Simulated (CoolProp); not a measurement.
Properties of R134a along the isotherm 413.5 K (Tc = 374.2 K, pc = 4059 kPa, ω = 0.327).

Model: reference Helmholtz-energy equation of state, Tillner-Roth 1994, in CoolProp.

```csv
p (kPa),phase,cp (kJ/(kg K)),speed of sound (m/s),expansivity (1/kK),viscosity (µPa s),fugacity coefficient
32.1,gas,1.028,191.0,2.436,16.2,0.9981
50,gas,1.028,190.9,2.446,16.2,0.9970
77.8,gas,1.030,190.6,2.461,16.2,0.9953
121,gas,1.032,…,2.485,16.2,0.9927
189,gas,1.035,189.6,2.524,16.2,0.9886
294,gas,1.040,188.6,2.585,16.3,0.9823
457,gas,1.048,187.0,2.684,16.3,0.9725
712,gas,1.061,184.6,2.849,16.4,0.9573
1110,gas,1.084,180.7,3.136,16.5,…
1730,gas,1.125,174.4,3.671,…,0.8978
2690,gas,1.211,164.2,4.800,17.4,…
4190,supercritical,1.442,147.4,7.915,…,0.7602
6520,supercritical,2.371,130.3,19.76,28.7,0.6380
10100,supercritical,1.989,…,…,…,0.4964
```

Task: Complete the blanks.

Result: 
- 121, speed of sound (m/s): 190.2
- 1110, fugacity coefficient: 0.9339
- 1730, viscosity (µPa s): 16.8
- 2690, fugacity coefficient: 0.8431
- 4190, viscosity (µPa s): 19.4
- 10100, speed of sound (m/s): 199.2
- 10100, expansivity (1/kK): 10.15
- 10100, viscosity (µPa s): 56.1

Viscosity comes from a separate model (Huber 2003), an estimate that may be off by 10 % or more.
